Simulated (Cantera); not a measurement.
**Gas-phase reforming**

A perfectly stirred reactor is fed with CH₄ : H₂O = 1 : 0.81 (molar parts), at 2.10 bar; it is held at 1700 K, and followed from long to short residence time.

Computed with Cantera and GRI-Mech 3.0 (53 species, 325 reactions).

| τ (s) | x CH₄ | x H₂O | x C₂H₂ | x CH₂CO | x C₂H | x CH₂ |
|---|---|---|---|---|---|---|
| 14 | 0.0289 | 0.0321 | 0.0288 | 1.96e-6 | 1.96e-8 | 1.05e-8 |
| 6.0 | 0.0336 | 0.0528 | 0.0376 | 3.55e-6 | 2.58e-8 | 1.39e-8 |
| 2.7 | 0.0395 | 0.0796 | 0.0491 | 6.38e-6 | 3.42e-8 | 1.90e-8 |
| 1.2 | 0.0477 | 0.115 | 0.0637 | 1.14e-5 | 4.51e-8 | 2.72e-8 |
| 0.52 | 0.0594 | 0.159 | 0.0807 | 1.95e-5 | 5.83e-8 | 3.98e-8 |
| 0.23 | 0.0763 | 0.206 | 0.0965 | 3.02e-5 | 7.12e-8 | 5.62e-8 |
| 0.10 | 0.102 | 0.253 | 0.108 | 4.18e-5 | 8.07e-8 | 7.59e-8 |
| 0.045 | 0.139 | 0.293 | 0.110 | 5.05e-5 | 8.33e-8 | 9.54e-8 |
| 0.020 | 0.192 | 0.327 | 0.102 | 5.41e-5 | 7.80e-8 | 1.15e-7 |
| 0.0088 | 0.259 | 0.357 | 0.0844 | 5.12e-5 | 6.59e-8 | 1.36e-7 |
x: mole fraction; the columns are a selection and need not sum to one.
